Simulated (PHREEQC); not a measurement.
Make-up at 25 °C: 11 mmol/kgw HF, 1.1 mmol/kgw NH4F and 0.099 mmol/kgw H4SiO4. Closed to the air; pH follows from the charge balance.

Equilibrium calculation in PHREEQC: ion-association model, phreeqc.dat.

Each row changes one thing in this solution. No solid was allowed to form.

| case | pH | ionic strength (mol/kgw) | HF (mol/kgw) | F- (mol/kgw) | HF2- (mol/kgw) | H4SiO4 (mol/kgw) | SI of Quartz (SiO2) |
|---|---|---|---|---|---|---|---|
| as made | 2.69 | 0.00334 | 0.00837 | 0.00295 | 9.47e-5 | 6.85e-9 | -4.18 |
| H4SiO4 from 9.9e-05 to 0.000495 mol/kgw | 2.68 | 0.00383 | 0.00673 | 0.00229 | 5.90e-5 | [?] | -2.89 |
| NH4F left out | 2.61 | 0.00267 | 0.00796 | [?] | 7.04e-5 | 1.38e-8 | -3.88 |
| NH4F from 0.0011 to 0.00055 mol/kgw | 2.65 | 0.00299 | 0.00818 | [?] | 8.20e-5 | 9.61e-9 | -4.04 |
| HF from 0.011 to 0.0165 mol/kgw | 2.58 | 0.00402 | [?] | 0.00354 | 0.000178 | 7.79e-10 | -5.13 |
| HF left out | 6.31 | 0.00110 | [?] | 0.00110 | 3.27e-9 | 9.90e-5 | -0.02 |
| diluted 5-fold with water | 3.08 | 0.00110 | 0.00129 | 0.00106 | 5.25e-6 | 9.90e-6 | -1.02 |
| HF from 0.011 to 0.0121 mol/kgw | 2.67 | 0.00348 | 0.00931 | 0.00308 | 0.000110 | 4.09e-9 | -4.41 |
| H4SiO4 replaced by Na2SiO3 at the same molality | 2.71 | 0.00344 | 0.00826 | 0.00305 | 9.67e-5 | 6.72e-9 | -4.19 |

**Question.** What belongs in the gaps?

**Answer.** 
- H4SiO4 from 9.9e-05 to 0.000495 mol/kgw, H4SiO4 (mol/kgw): 1.35e-7
- NH4F left out, F- (mol/kgw): 0.00230
- NH4F from 0.0011 to 0.00055 mol/kgw, F- (mol/kgw): 0.00261
- HF from 0.011 to 0.0165 mol/kgw, HF (mol/kgw): 0.0131
- HF left out, HF (mol/kgw): 7.76e-7

SiF6-2 is the database's only silicon fluoride.
